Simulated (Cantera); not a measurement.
**Reactions in the system B-Cl-O**

Source: NASA polynomial tables (part measured, part estimated), evaluated in Cantera. Values are per mole of reaction as written; species without (g) are pure solids or liquids, kept so even where they would boil at 1 bar. The tables' values for BOCl are old estimates.

2 BCl3(g) + 2 O(g) → 6 Cl(g) + B2O2(g)

```json
[
 {"T (K)": "300", "ΔH° (kJ)": "579.3", "ΔS° (J/K)": "331.4", "ΔG° (kJ)": "479.9", "log10 K": "-83.56"},
 {"T (K)": "550", "ΔH° (kJ)": "583.7", "ΔS° (J/K)": "342.0", "ΔG° (kJ)": "395.6", "log10 K": "-37.57"},
 {"T (K)": "750", "ΔH° (kJ)": "586.4", "ΔS° (J/K)": "346.2", "ΔG° (kJ)": "326.7", "log10 K": "-22.75"},
 {"T (K)": "950", "ΔH° (kJ)": "588.6", "ΔS° (J/K)": "348.9", "ΔG° (kJ)": "257.2", "log10 K": "-14.14"},
 {"T (K)": "1150", "ΔH° (kJ)": "590.5", "ΔS° (J/K)": "350.7", "ΔG° (kJ)": "187.2", "log10 K": "-8.50"},
 {"T (K)": "1350", "ΔH° (kJ)": "592.2", "ΔS° (J/K)": "352.1", "ΔG° (kJ)": "116.9", "log10 K": "-4.52"}
]
```

Cl2(g) + B2O3(g) → O(g) + 2 BOCl(g)

```tsv
T (K)	ΔH° (kJ)	ΔS° (J/K)	ΔG° (kJ)	log10 K
300	452.6	129.1	413.8	-72.05
550	454.7	134.4	380.8	-36.16
750	455.8	136.2	353.7	-24.63
950	456.6	137.1	326.3	-17.94
1150	457.2	137.7	298.9	-13.57
1350	457.6	138.0	271.3	-10.50
```
